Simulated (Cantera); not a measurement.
A Cantera script and its output.

```python
import numpy as np
import cantera as ct

gas = ct.Solution("gri30.yaml")


def delay(T, t_max=10):
    gas.TPX = T, 1000000, {'CH4': 1, 'C2H6': 0.056, 'O2': 1.83, 'N2': 6.88}
    reactor = ct.IdealGasReactor(gas, clone=False)
    net = ct.ReactorNet([reactor])
    net.rtol, net.atol = 1e-8, 1e-16
    while net.time < t_max:
        t_old, T_old = net.time, reactor.T
        net.step()
        if reactor.T > T + 400:  # ignition: a rise of 400 K
            return t_old + (T + 400 - T_old) / (reactor.T - T_old) * (net.time - t_old)
    return np.nan


taus = []
for T in [1125, 1200, 1275, 1350, 1425, 1500, 1575, 1650]:
    taus.append(delay(T))
    print(f"T0 = {T:6g} K   tau = {taus[-1]:.4e} s")
```

Output:

```
T0 =   1125 K   tau = 3.5835e-03 s
T0 =   1200 K   tau = 1.5277e-03 s
T0 =   1275 K   tau = 7.0081e-04 s
T0 =   1350 K   tau = 3.3331e-04 s
T0 =   1425 K   tau = 1.6238e-04 s
T0 =   1500 K   tau = 8.0988e-05 s
T0 =   1575 K   tau = 4.1660e-05 s
T0 =   1650 K   tau = 2.2352e-05 s
```

Computed with Cantera and GRI-Mech 3.0 (53 species, 325 reactions).
